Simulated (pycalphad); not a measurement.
An equivalent pycalphad script:

```python
from pycalphad import Database, equilibrium, calculate, variables as v
import numpy as np
db = Database('COST507.tdb')
comps = ['TI', 'HF', 'B', 'VA']
phases = ['B2M', 'B2TI', 'B4M3', 'B4TI3', 'BCC_A2', 'BETA_RHOMBO_B', 'BM', 'BTI', 'HCP_A3', 'LIQUID']
eq = equilibrium(db, comps, phases, {v.X('HF'): 0.003, v.X('B'): 0.0546, v.T: np.arange(2850, 499, -40), v.P: 101325, v.N: 1}, output=['HM', 'SM'])
```

All values are pycalphad results on the COST 507 light-alloy database (1999) (1 atm), not direct measurements. The database dates from 1999; later assessments differ in places, in temperatures and in the compounds included. Amounts are mole fractions of atoms. Kinetics are ignored, which matters at the lower temperatures.

Results at three of the temperatures:

```
T = 1730.00 K, P = 101325 Pa, N = 1 mol of atoms
G = -107390 J/mol, H = 38333 J/mol, S = 84.23 J/(mol K)  (SER reference)
chemical potentials (J/mol): Ti -101654, Hf -211587, B -200665
phase             fraction      x(Ti)      x(Hf)       x(B)
BCC_A2              0.8946     0.9946     0.0033     0.0021
BM                  0.1054     0.4997   0.000299     0.5000
```

```
T = 1490.00 K, P = 101325 Pa, N = 1 mol of atoms
G = -87762 J/mol, H = 30355 J/mol, S = 79.27 J/(mol K)  (SER reference)
chemical potentials (J/mol): Ti -81452, Hf -175028, B -191877
phase             fraction      x(Ti)      x(Hf)       x(B)
BCC_A2              0.8940     0.9949     0.0033     0.0018
BM                  0.1060     0.4997   0.000252     0.5000
```

```
T = 610.00 K, P = 101325 Pa, N = 1 mol of atoms
G = -30220 J/mol, H = -663 J/mol, S = 48.45 J/(mol K)  (SER reference)
chemical potentials (J/mol): Ti -22074, Hf -51632, B -169653
phase             fraction      x(Ti)      x(Hf)       x(B)
HCP_A3              0.8911     0.9965     0.0034   0.000183
BM                  0.1089     0.4999   7.64e-05     0.5000
```

Changes of the phase set, refined by bisection:

```tsv
T (K)	phases above	phases below
1835.1	liquid	bcc + liquid
1814.1	bcc + liquid	bcc + BM
1153.6	bcc + BM	bcc + BM + hcp
1152.8	bcc + BM + hcp	BM + hcp
```

Database names, with the compositions (at.%) that they take in these runs: BM: Ti 50 B 50. BCC_A2 is bcc; HCP_A3 is hcp.
